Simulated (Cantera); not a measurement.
# Stirred combustor or abatement burner

A perfectly stirred reactor is fed with 4.81 % CH4, 0.193 % C2H6, 2.07 % C3H8, 15.9 % O2, 77.0 % N2, equivalence ratio 1.3, at 101000 Pa; it is adiabatic with a 600 K inlet, and is followed from long to short residence time, starting on the burning branch (τ in s: 0.11, 0.05, 0.023, 0.01, 0.0047, 0.0021, 0.00097, 0.00044, 0.0002, 9.1e-05, 4.2e-05, 1.9e-05).

Detailed kinetics in Cantera: GRI-Mech 3.0 (53 species, 325 reactions). GRI-Mech 3.0 was tuned for natural gas; its chemistry of propane as a main component is partial and can be far from experiment.

| τ (s) | T (K) | x CH4 | x C2H6 | x C3H8 | x CH2 | x O | x C2H2 |
|---|---|---|---|---|---|---|---|
| 0.11 | 2063 | 1.39e-5 | 1.97e-8 | 1.47e-7 | 4.22e-7 | 2.83e-5 | 1.44e-5 |
| 0.050 | 2057 | 1.72e-5 | 3.73e-8 | 2.72e-7 | 7.25e-7 | 4.96e-5 | 1.84e-5 |
| 0.023 | 2048 | 2.24e-5 | 6.90e-8 | 4.95e-7 | 1.20e-6 | 8.44e-5 | 2.34e-5 |
| 0.010 | 2037 | 3.21e-5 | 1.34e-7 | 9.44e-7 | 2.05e-6 | 0.000143 | 3.14e-5 |
| 0.0047 | 2024 | 4.86e-5 | 2.48e-7 | 1.72e-6 | 3.32e-6 | 0.000217 | 4.30e-5 |
| 0.0021 | 2007 | 8.28e-5 | 4.95e-7 | 3.38e-6 | 5.69e-6 | 0.000316 | 6.48e-5 |
| 0.00097 | 1987 | 0.000151 | 1.01e-6 | 6.75e-6 | 9.84e-6 | 0.000419 | 0.000105 |
| 0.00044 | 1958 | 0.000310 | 2.29e-6 | 1.48e-5 | 1.78e-5 | 0.000517 | 0.000191 |
| 0.00020 | 1903 | 0.000771 | 6.58e-6 | 3.84e-5 | 3.30e-5 | 0.000568 | 0.000405 |
| 9.1e-5 | 600 | 0.0481 | 0.00193 | 0.0207 | <1e-12 | <1e-12 | <1e-12 |
| 4.2e-5 | 600 | 0.0481 | 0.00193 | 0.0207 | <1e-12 | <1e-12 | <1e-12 |
| 1.9e-5 | 600 | 0.0481 | 0.00193 | 0.0207 | <1e-12 | <1e-12 | <1e-12 |
x: mole fraction; the columns are a selection and need not sum to one.
